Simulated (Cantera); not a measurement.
## N2O furnace oxynitridation

A perfectly stirred reactor is fed with 61.3 % N2O, 38.7 % O2, at 82.5 Torr; it is held at 1300 K, and followed from long to short residence time.

Cantera simulation using GRI-Mech 3.0 (53 species, 325 reactions); the numbers are that mechanism's predictions, not measurements. GRI-Mech 3.0 was tuned for natural gas; its chemistry of N2O as a main component is partial and can be far from experiment. The mechanism lacks the step 2 NO + O2 → 2 NO2, which can matter for NO2 below about 1400 K. The temperature is held fixed by assumption; the heat of reaction is taken as removed at once.

```
τ (s)     x N2O   x O2      x NO      x O      x N2     x NO2
-------  ------  -----  --------  -------  --------  --------
12       0.0934  0.482    0.0537  6.34e-6     0.371   7.12e-5
4.7       0.187  0.463    0.0465  7.00e-6     0.303   5.95e-5
1.8       0.324  0.438    0.0324  7.35e-6     0.206   4.02e-5
0.68      0.457  0.414    0.0176  7.50e-6     0.111   2.10e-5
0.26      0.542  0.399   0.00806  7.56e-6    0.0504   8.93e-6
0.098     0.585  0.392   0.00329  7.58e-6    0.0205   3.10e-6
0.037     0.602  0.389   0.00128  7.58e-6   0.00798   8.68e-7
0.014     0.609  0.387  0.000488  7.56e-6   0.00305   1.91e-7
0.0054    0.612  0.387  0.000188  7.51e-6   0.00118   3.50e-8
0.0021    0.613  0.387   7.19e-5  7.37e-6  0.000455   5.65e-9
0.00078   0.613  0.387   2.54e-5  7.02e-6  0.000166  7.45e-10
```
x: mole fraction; the columns are a selection and need not sum to one.
